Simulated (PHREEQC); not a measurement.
Make-up at 25 °C: 18 mmol/kgw KH2PO4 and 3.2 mmol/kgw K2HPO4. Closed to the air; pH follows from the charge balance.

All values are PHREEQC results (ion-association model, phreeqc.dat), not measurements.

This is a speciation only: nothing precipitates in the calculation.

### Question
Order these P species by the share of P that they hold, largest first: HPO4-2, KHPO4-, H2PO4-.

### Answer
H2PO4- (85 %), HPO4-2 (15 %), KHPO4- (0.37 %)

The pH is 6.25 and the ionic strength 0.0274 mol/kgw.
